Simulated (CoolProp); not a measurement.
The fluoroketone C6F12O (FK-5-1-12) at 348.25 K and 0.151 MPa is compressed adiabatically to 0.263 MPa with isentropic efficiency 0.8. Each further row changes one setting.

Model: reference Helmholtz-energy equation of state, McLinden 2015, in CoolProp.

```tsv
case	work (kJ/kg)	final temperature (K)	final density (kg/m³)
as stated	5.81	356.6	[?]
efficiency 1	4.65	[?]	32.1
efficiency 0.65	7.15	[?]	31.7
```

**Question.** What belongs in the gaps?

**Answer.** 
- as stated, final density (kg/m³): 31.9
- efficiency 1, final temperature (K): 355.4
- efficiency 0.65, final temperature (K): 358.0
